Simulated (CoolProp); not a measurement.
Vapour-liquid equilibrium of methanol (1) + ethanol (2) at 387.5 K; x and y are mole fractions of (1).

Values from CoolProp's multi-fluid Helmholtz-energy mixture model, de Reuck 1993 and Schroeder 2014; pair parameters Bell 2016.

**Question.** Give the bubble pressure and the first vapour's composition at x = 0.25, 0.45, 0.55. Is there an azeotrope?

**Answer.** x = 0.25: 0.4041 MPa, y = 0.324; x = 0.45: 0.4387 MPa, y = 0.538; x = 0.55: 0.4565 MPa, y = 0.636. No azeotrope shows between x = 0.05 and 0.95.

The pair parameters rest on a limited set of measurements; away from them the model extrapolates.
